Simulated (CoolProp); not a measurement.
A single-stage vapour-compression cycle with isobutane: evaporating at 239.15 K (dew point), condensing at 259.15 K (bubble point), superheat 10 K, subcooling 8 K, compressor efficiency 0.8, no pressure losses. Each further row changes one setting.

Computed with CoolProp (reference Helmholtz-energy equation of state, Bücker 2006).

| case | cooling COP | pressure ratio | discharge temperature (K) | refrigerating effect (kJ/kg) | volumetric capacity (kJ/m³) |
|---|---|---|---|---|---|
| as stated | 9.37 | 2.40 | 276.9 | 373 | 411 |
| evaporating temperature 244.15 K | 13.0 | 1.90 | 274.6 | 379 | 521 |
| condensing temperature 254.15 K | 12.7 | 1.96 | 270.4 | 383 | 423 |
| subcooling 13 K | 9.64 | 2.40 | 276.9 | 383 | 423 |
| superheat 20 K | 9.35 | 2.40 | 287.0 | 387 | 410 |
| compressor efficiency 0.7 | 8.20 | 2.40 | 280.4 | 373 | 411 |
